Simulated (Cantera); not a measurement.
Feed: 1 mol B, 0.12 mol O₂, 3 mol H₂, held at 0.0133 bar.

Equilibrium computed with Cantera from the NASA thermochemical tables; the gas is ideal and each condensed phase is pure. Candidate condensed phases: B, B₂O₃, B₃O₃H₃, H₂O; 23 gas species. The tables' values for BH₂ are old estimates; treat these amounts as uncertain. Kinetics and transport are ignored. All values below are at 1525 °C.

Base state: H₂ 0.932, HBO 0.0509, B₂O₂ 0.0106, H 0.00294, BO 0.00287, B₂O₃ 0.000409, HBO₂ 0.000260, BH₂ 0.000120 (mole fractions); condensed: B(s).

**Question.** What changes in the equilibrium state with this change: B replaced by B₂O₃?

**Answer.** 
| species | before | after |
|---|---|---|
| H₂ | 0.932 | 0.656 |
| B₂O₃ | 0.000409 | 0.162 |
| HBO₂ | 0.000260 | 0.139 |
| B₂O₂ | 0.0106 | 0.00410 |
| HBO | 0.0509 | 0.0265 |
| B₂O | 2.37e-5 | 8.96e-9 |
| BH₂ | 0.000120 | 5.11e-8 |
| B(s), mol | 0.762 | 0 |
